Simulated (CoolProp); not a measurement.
Computed with CoolProp (reference Helmholtz-energy equation of state, Beckmüller 2019).

Task: For n-octane, give the phase and the cp (kJ/(kg K)), cv (kJ/(kg K)), speed of sound (m/s) at 508.4 K and 99.9 kPa; 484.3 K and 392 kPa; 611.1 K and 344 kPa.

Result: 
- 508.4 K and 99.9 kPa: gas; cp 2.56, cv 2.48, speed of sound 191
- 484.3 K and 392 kPa: gas; cp 2.55, cv 2.42, speed of sound 170
- 611.1 K and 344 kPa: gas; cp 2.93, cv 2.84, speed of sound 206
